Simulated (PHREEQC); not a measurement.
Make-up at 25 °C: 0.18 mol/kgw ZnSO4 and 9.5e-05 mol/kgw MgSO4. Closed to the air; pH follows from the charge balance.

Model: ion-association model, phreeqc.dat, run in PHREEQC.

| quantity | before | after |
|---|---|---|
| pH | 5.50 | 5.46 |
| SO4-2 (mol/kgw) | 0.0593 | 0.0806 |
| Mg+2 (mol/kgw) | 4.92e-5 | 4.76e-5 |
| MgSO4 (mol/kgw) | 4.58e-5 | 4.74e-5 |
| HSO4- (mol/kgw) | 5.95e-6 | 7.43e-6 |

Task: Name the change that produced these shifts.
(A) temperature from 25 to 30 °C
(B) ZnSO4 replaced by (NH4)2SO4 at the same molality
(C) MgSO4 from 9.5e-05 to 8.55e-05 mol/kgw
(D) ZnSO4 from 0.18 to 0.27 mol/kgw

Result: D, ZnSO4 from 0.18 to 0.27 mol/kgw

No solid was allowed to form.
